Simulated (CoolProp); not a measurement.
Model: reference Helmholtz-energy equation of state, Thol 2016, in CoolProp.

Task: Give the vapour pressure (MPa), liquid density (kg/m³), vapour density (kg/m³), enthalpy of vaporisation (kJ/kg) of saturated hexamethyldisiloxane (MM) at 141.65, 210.65 °C.

Result: 
```tsv
T (°C)	p (MPa)	liquid density (kg/m³)	vapour density (kg/m³)	enthalpy of vaporisation (kJ/kg)
141.65	0.291	621	15.8	169
210.65	1.10	499	69.5	110
```
